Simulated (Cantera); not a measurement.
Gas mixture: O2 = 0.89 (molar parts), at 101000 Pa, frozen composition.

Cantera's kinetic-theory transport with the Lennard-Jones parameters of GRI-Mech 3.0, ideal gas; thermal conductivity in the multicomponent form.

D: mixture-averaged diffusion coefficient of that species in the mixture.

| T (K) | ρ (kg/m³) | cp (J/kg/K) | μ (µPa s) | λ (mW/m/K) | Pr | D (cm²/s) H | D (cm²/s) NO | D (cm²/s) H2 |
|---|---|---|---|---|---|---|---|---|
| 400 | 0.975 | 941.4 | … | 33.9 | 0.712 | 2.12 | 0.339 | 1.32 |
| 550 | 0.709 | 987.2 | … | 44.6 | 0.711 | 3.69 | 0.586 | 2.25 |
| 700 | 0.557 | 1031 | … | 54.9 | 0.710 | 5.58 | 0.880 | 3.36 |
| 850 | 0.459 | 1065 | … | 64.6 | 0.709 | 7.74 | 1.22 | 4.64 |
| 1000 | 0.390 | 1090 | … | 73.7 | 0.709 | 10.2 | 1.60 | 6.08 |
| 1150 | 0.339 | 1109 | 52.5 | 82.1 | 0.709 | 12.8 | 2.02 | 7.67 |
| 1300 | 0.300 | 1125 | … | 90.3 | 0.708 | 15.8 | 2.48 | 9.39 |

Complete the blanks.


- 400, μ (µPa s): 25.6
- 550, μ (µPa s): 32.1
- 700, μ (µPa s): 37.8
- 850, μ (µPa s): 43.0
- 1000, μ (µPa s): 47.9
- 1300, μ (µPa s): 56.9
